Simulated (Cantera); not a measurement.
A closed system holds: 1 mol HF, 0.0095 mol SO2, equilibrated at 2298.15 K and 42.0 bar.

Method: chemical equilibrium by Gibbs-energy minimisation in Cantera with the NASA 1993 tables (ideal gas, pure condensed phases). Candidate condensed phases: H2O, H2SO4, S; 43 gas species. The ideal-gas law is rough above about 30 bar. The tables' values for SOF2 are old estimates; treat these amounts as uncertain. Rates play no part.

Base state: HF 0.989, SO2 0.00905, F 0.000501, SO 0.000313, H2F2 0.000270, H2O 0.000261, O2 4.85e-5, SOF2 1.82e-5 (mole fractions); condensed: gas only.

Problem. What changes in the equilibrium state with this change: temperature from 2298.15 K to 2873 K?

Solution. 
```
species    before     after
-------  --------  --------
HF          0.989     0.983
SO2       0.00905   0.00696
F        0.000501   0.00419
H         5.10e-6  0.000301
SH        4.89e-7   2.66e-5
S         3.01e-6  0.000139
O         5.28e-6  0.000207
```

Problem. What changes in the equilibrium state with this change: HF replaced by H2S?

Solution. 
```json
[
 {"species": "H2", "before": "1.19e-5", "after": "0.402"},
 {"species": "H2S", "before": "2.51e-8", "after": "0.342"},
 {"species": "S2", "before": "1.25e-6", "after": "0.202"},
 {"species": "HF", "before": "0.989", "after": "0"},
 {"species": "SH", "before": "4.89e-7", "after": "0.0363"},
 {"species": "H2O", "before": "0.000261", "after": "0.0144"},
 {"species": "F", "before": "0.000501", "after": "0"},
 {"species": "H2F2", "before": "0.000270", "after": "0"},
 {"species": "O2", "before": "4.85e-5", "after": "<1e-9"},
 {"species": "SOF2", "before": "1.82e-5", "after": "0"},
 {"species": "SF2", "before": "1.15e-5", "after": "0"}
]
```
